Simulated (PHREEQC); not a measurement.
Alkaline etch or developer (model solution)

Make-up at 20 °C: 13 mmol/kgw NH3, 0.064 mmol/kgw Na2SiO3 and 1.58 mmol/kgw Na2CO3. Closed to the air; pH follows from the charge balance.

All values are PHREEQC results (ion-association model, phreeqc.dat), not measurements.

No solid was allowed to form.

**Question.** Estimate the pH.

**Answer.** pH 10.97.

**Question.** In which forms is N present?

**Answer.** NH3 97 %, NH4+ 2.8 % of the N.

Complexes and solids missing from the database can't appear.
